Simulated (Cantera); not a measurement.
An isothermal, constant-pressure homogeneous reactor starts with NO : N2 = 1 : 3.2 (molar parts), at 1623 K and 7000 Pa. Integrator tolerance rtol = 1e-08.

Detailed kinetics in Cantera: GRI-Mech 3.0 (53 species, 325 reactions).

Q: What does this change do: NO 1 to 9 parts?

A: 
```json
[
 {"quantity": "x(NO) at 20.0 s", "before": "0.231 (gas-phase equilibrium 0.00170)", "after": "0.679 (gas-phase equilibrium 0.00254)"},
 {"quantity": "x(N2) at 20.0 s", "before": "0.765 (gas-phase equilibrium 0.880)", "after": "0.291 (gas-phase equilibrium 0.630)"},
 {"quantity": "x(NO2) at 20.0 s", "before": "3.36e-5 (gas-phase equilibrium 1.27e-6)", "after": "0.000254 (gas-phase equilibrium 3.35e-6)"},
 {"quantity": "x(O) at 20.0 s", "before": "5.55e-6 (gas-phase equilibrium 2.49e-5)", "after": "1.45e-5 (gas-phase equilibrium 4.39e-5)"},
 {"quantity": "x(O2) at 20.0 s", "before": "0.00327 (gas-phase equilibrium 0.118)", "after": "0.0291 (gas-phase equilibrium 0.368)"},
 {"quantity": "x(N2O) at 20.0 s", "before": "1.87e-5 (gas-phase equilibrium 2.82e-8)", "after": "0.000155 (gas-phase equilibrium 3.56e-8)"}
]
```

Q: What does this change do: temperature 1623 to 2175 K?

A: 
```csv
quantity,before,after
x(NO) at 20.0 s,0.231 (gas-phase equilibrium 0.00170),0.00924 (gas-phase equilibrium 0.00924)
x(N2) at 20.0 s,0.765 (gas-phase equilibrium 0.880),0.875 (gas-phase equilibrium 0.875)
x(NO2) at 20.0 s,3.36e-5 (gas-phase equilibrium 1.27e-6),2.36e-6 (gas-phase equilibrium 2.36e-6)
x(O) at 20.0 s,5.55e-6 (gas-phase equilibrium 2.49e-5),0.00294 (gas-phase equilibrium 0.00294)
x(O2) at 20.0 s,0.00327 (gas-phase equilibrium 0.118),0.113 (gas-phase equilibrium 0.113)
x(N2O) at 20.0 s,1.87e-5 (gas-phase equilibrium 2.82e-8),1.43e-7 (gas-phase equilibrium 1.43e-7)
```
